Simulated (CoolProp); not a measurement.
Vapour-liquid equilibrium of carbon dioxide (1) + 1-butene (2) at 5.65 °C; x and y are mole fractions of (1).

Model: multi-fluid Helmholtz-energy mixture model, Span 1996 and Lemmon 2005; pair parameters Bell 2016, in CoolProp.

```csv
x,"bubble pressure, mixture model (MPa)","bubble pressure, Raoult's law (MPa)","y, mixture model","y, Raoult's law"
0.05,0.3667,0.3517,0.569,0.574
0.125,0.6955,0.6426,___,0.785
0.2,1.027,0.9335,0.849,0.865
0.275,___,1.224,0.886,0.907
0.35,1.646,1.515,0.908,0.932
0.425,1.923,1.806,0.923,0.950
0.5,2.177,2.097,0.934,0.962
0.575,___,2.388,0.943,0.972
0.65,2.649,2.679,0.951,0.979
0.725,___,2.969,0.959,0.985
0.8,___,3.260,0.968,0.990
0.875,3.436,3.551,0.978,0.994
0.95,3.775,3.842,0.990,0.998
```

### Question
Some entries are withheld; supply them.

### Answer

- 0.125, y, mixture model: 0.775
- 0.275, bubble pressure, mixture model (MPa): 1.346
- 0.575, bubble pressure, mixture model (MPa): 2.416
- 0.725, bubble pressure, mixture model (MPa): 2.888
- 0.8, bubble pressure, mixture model (MPa): 3.145

The largest gap from Raoult's law is +10.0 % in bubble pressure, at x = 0.2. No azeotrope shows between x = 0.05 and 0.95.

Pair parameters are fitted to limited data, so mixtures are less certain than the pure fluids. The gap from Raoult's law changes sign with composition, which may be real or a fault of the pair parameters; it wasn't checked against measurements.
